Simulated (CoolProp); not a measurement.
Vapour-liquid equilibrium of propane (1) + R114 (2) at 47.35 °C; x and y are mole fractions of (1).

Computed with CoolProp (multi-fluid Helmholtz-energy mixture model, Lemmon 2009 and Platzer 1990; pair parameters Bell 2016). This equation is an older, rougher fit; its heat capacities, sound speeds and derivatives of the liquid may be far off and weren't checked against measurements.

```tsv
x	bubble pressure (MPa)	y at the bubble point	dew pressure at overall composition x (MPa)	liquid density (mol/L)
0.05	0.4926	0.178	0.4350	8.176
0.15	0.6358	0.402	0.4788	8.352
0.25	0.7674	0.540	0.5316	8.534
0.35	0.8898	0.637	0.5962	8.724
0.45	1.005	0.711	0.6768	8.923
0.55	1.116	0.773	0.7788	9.133
0.65	1.225	0.827	0.9090	9.356
0.75	1.334	0.877	1.074	9.595
0.85	1.445	0.926	1.274	9.856
0.95	1.558	0.975	1.500	10.14
```

No azeotrope shows between x = 0.05 and 0.95.

Pair parameters are fitted to limited data, so mixtures are less certain than the pure fluids.
